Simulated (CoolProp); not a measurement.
Properties of water along the isobar 0.704 MPa (Tc = 373.9 °C, pc = 22.06 MPa, ω = 0.344).

Values from CoolProp's reference Helmholtz-energy equation of state, Wagner 2002.

| T (°C) | phase | density (kg/m³) | cp (kJ/(kg K)) | Joule-Thomson coefficient (K/MPa) | conductivity (mW/(m K)) | fugacity coefficient |
|---|---|---|---|---|---|---|
| 276.05 | gas | 2.835 | 2.107 | 14.14 | 42.2 | 0.9801 |
| 290.25 | gas | 2.758 | 2.100 | 12.99 | 43.6 | 0.9820 |
| 304.35 | gas | 2.686 | 2.096 | 11.98 | 45.0 | 0.9836 |
| 318.45 | gas | 2.618 | 2.094 | 11.09 | ___ | 0.9851 |
| 332.55 | gas | 2.554 | 2.094 | 10.29 | 47.9 | 0.9864 |
| 346.65 | gas | 2.493 | 2.095 | 9.581 | 49.4 | 0.9875 |
| 360.75 | gas | 2.435 | ___ | 8.940 | ___ | 0.9886 |
| 374.85 | gas | 2.379 | 2.101 | 8.361 | 52.5 | 0.9895 |
| 388.95 | gas | 2.327 | 2.105 | 7.835 | 54.1 | 0.9903 |
| 403.05 | gas | 2.276 | 2.110 | 7.357 | 55.6 | 0.9911 |
| 417.15 | gas | 2.228 | 2.116 | 6.920 | 57.3 | 0.9917 |
| 431.25 | gas | 2.182 | 2.122 | 6.520 | 58.9 | 0.9924 |
| 445.35 | gas | 2.138 | ___ | 6.152 | 60.5 | 0.9929 |
| 459.55 | gas | 2.096 | 2.135 | 5.811 | 62.2 | 0.9934 |
| 473.65 | gas | 2.055 | 2.142 | ___ | ___ | 0.9939 |

**Question.** Fill in the missing entries.

**Answer.** 
- 318.45, conductivity (mW/(m K)): 46.5
- 360.75, cp (kJ/(kg K)): 2.098
- 360.75, conductivity (mW/(m K)): 51.0
- 445.35, cp (kJ/(kg K)): 2.128
- 473.65, Joule-Thomson coefficient (K/MPa): 5.499
- 473.65, conductivity (mW/(m K)): 63.9

Thermal conductivity comes from a separate model (Huber 2012).
